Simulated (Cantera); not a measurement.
Input: 1 mol SiC, 0.0017 mol H2O, 5.9 mol N2, at 420000 Pa.

Equilibrium computed with Cantera from the NASA thermochemical tables; the gas is ideal and each condensed phase is pure. Candidate condensed phases: C, C6H6, C7H8, C8H18, H2O, Si, SiC, SiO2, Si2N2O, Si3N4; 151 gas species. N2 is the only nitrogen source here; it is nearly inert below about 1500 K, so the nitride shown seldom forms there in practice. Mutual solubility and eutectic melting of coexisting phases are not modelled. Rates play no part. All values below are at 1473 K.

Base state: N2 1.000, H2 0.000317, CO 2.11e-5, HCN 1.55e-5 (mole fractions); condensed: C(graphite) + Si2N2O(s) + Si3N4(s).

### Question
What changes in the equilibrium state with this change: pressure from 420000 Pa to 0.720 Pa?

### Answer
```tsv
species	before	after
N2	1.000	0.999
H2	0.000317	0.000250
CO	2.11e-5	0.000187
SiO	1.98e-9	0.000100
Si	<1e-9	8.72e-5
H	1.10e-7	7.46e-5
HCN	1.55e-5	7.86e-7
C(graphite), mol	1.000	0
Si2N2O(s), mol	0.00159	0
Si3N4(s), mol	0.332	0
SiC(s), mol	0	0.999
```
